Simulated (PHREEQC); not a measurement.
A column of 1 m (30 cells, dispersivity 0.05 m, 720 s a shift, diffusion coefficient 3e-10 m²/s) holds 0.0056 eq of the database's cation exchanger X per kg of pore water, first in equilibrium with 1.6 mmol/kgw SrCl2 and 0.01 mmol/kgw HCl. It is flushed with 2.8 mmol/kgw BaCl2, 0.83 mmol/kgw MnCl2 and 0.01 mmol/kgw HCl, at 25 °C. Values are for the last cell. No CO2 enters from the air. Nothing may precipitate in this run.

The series has 31 steps of pore volumes, from 0 to 4.017.

The numbers come from PHREEQC with the ion-association model, phreeqc.dat.

After how many pore volumes does Ba at the outlet first reach half of its feed value?

By 1.9 pore volumes.

After how many pore volumes does Mn at the outlet first reach half of its feed value?

By 1.4 pore volumes.

Species that the database lacks are ignored.
